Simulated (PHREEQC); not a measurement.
A solution holds 0.0088 mol KOH per kg of water, at 25 °C. Closed to the air; pH follows from the charge balance.

The numbers come from PHREEQC with the ion-association model, phreeqc.dat.

| quantity | before | after |
|---|---|---|
| pH | 11.90 | 8.25 |
| ionic strength (mol/kgw) | 0.00880 | 0.00890 |

What was changed between the two runs?
A. KOH replaced by KHCO3 at the same molality
B. temperature from 25 to 75 °C
C. 0.0005 mol/kgw Na2SO4 added
D. diluted 100-fold with water
E. 0.0067 mol/kgw CO2 added

A, KOH replaced by KHCO3 at the same molality

This is a speciation only: nothing precipitates in the calculation.
